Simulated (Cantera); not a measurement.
Input (Python, Cantera) and output of one run.

```python
import numpy as np
import cantera as ct

gas_names = [...]  # 45 gases of nasa_gas.yaml made of C, N, O
cond_names = """
    C(gr)
""".split()


# ... load() reads the species with a 1 bar reference pressure and builds the phases ...
atoms = {
    'CO2': {'C': 1, 'O': 2},
    'O2': {'O': 2},
    'N2': {'N': 2},
}
top_T = {'C(gr)': 4500}  # K; cautious upper limits of use, not melting points


# ... equilibrate(T, P, feed) seeds the gas with the atoms and calls Mixture.equilibrate('TP', solver="vcs", rtol=1e-11, max_steps=5000) ...
results = []
feed = {'CO2': 1, 'O2': 0.024, 'N2': 10}  # mol
P = 570  # Pa
for T in [3000, 3250, 3500, 3750, 4000, 4250, 4500, 4750, 5000]:
    mix = equilibrate(T, P, feed)
    results.append((T, P, feed, dict(zip(mix.species_names, mix.species_moles))))

top = {s: max(r[3][s] / sum(r[3][g] for g in gas_names) for r in results) for s in gas_names}
cols = sorted((s for s in top if top[s] > 1e-05), key=lambda s: -top[s])[:5]
seen = [c for c in cond_names if any(r[3].get(c, 0) > 1e-12 for r in results)]
print("log10 of partial pressures in bar; condensed amounts in mol")
print(f"{'T/K':>10s}" + "".join(f"{s[:9]:>10s}" for s in cols + seen))
for T, P, feed, n in results:
    ng = sum(n[g] for g in gas_names)
    print(f"{T:10.4g}" + "".join(f"{np.log10(max(n[s] / ng * P / 1e5, 1e-99)):10.3f}" for s in cols)
          + "".join(f"{n.get(c, 0):10.4g}" for c in seen))
```

Result:

```
log10 of partial pressures in bar; condensed amounts in mol
       T/K        N2         N         O        CO         C
      3000    -2.324    -6.018    -3.363    -3.327   -11.610
      3250    -2.325    -5.372    -3.329    -3.325   -10.173
      3500    -2.326    -4.818    -3.318    -3.325    -8.923
      3750    -2.329    -4.337    -3.315    -3.327    -7.834
      4000    -2.335    -3.919    -3.315    -3.330    -6.878
      4250    -2.349    -3.553    -3.319    -3.337    -6.035
      4500    -2.378    -3.234    -3.326    -3.354    -5.291
      4750    -2.430    -2.963    -3.330    -3.395    -4.653
      5000    -2.522    -2.740    -3.318    -3.496    -4.157
```

These are equilibrium values from Cantera (NASA tables, ideal gas, pure condensed phases), not measurements of a reactor.
